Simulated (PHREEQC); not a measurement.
0.73 g of hydrous ferric oxide (600 m²/g; 0.2 weak and 0.005 strong sites per Fe, Dzombak-Morel constants, diffuse double layer) in 1 kg of water with 0.001 mol/kgw of an inert sodium salt and 1.3e-05 mol/kgw ZnSO4, 3.2e-05 mol/kgw H3BO3 and 0.0021 mol/kgw ZnCl2, at 25 °C; the pH is set by adding NaOH or the inert anion's acid. Oxygen is held at 0.21 atm. The system is closed to CO2. Nothing may precipitate in this run.

Base run: PHREEQC, ion-association model, wateq4f.dat. Each further column changes one thing. The table gives Zn sorbed (%).

```csv
pH,base,no electrostatic term (-no_edl),background salt from 0.001 to 0.0001 mol/kgw,oxide from 0.73 to 3.6 g/kgw
3,0.0,0.0,0.0,0.0
3.5,0.0,0.0,0.0,0.1
4,0.1,0.1,0.1,0.4
5,1.5,2.3,1.5,7.3
5.5,3.1,7.0,3.1,14.4
6,8.9,29.0,8.8,35.2
6.5,20.8,59.4,20.7,69.2
7.5,39.3,78.4,39.0,98.8
8,42.2,79.2,41.9,99.8
8.5,42.5,79.3,42.2,100.0
9,41.4,79.0,41.2,100.0
10,39.8,65.4,39.7,100.0
10.5,39.2,36.7,39.2,100.0
11,38.4,8.8,38.5,99.9
```

In at least one series the solution becomes supersaturated in solids that the run did not let form, among them Zn(OH)2-e, Zn4(OH)6SO4, Zn5(OH)8Cl2. The oxide is taken as insoluble; below pH 4 it would dissolve.
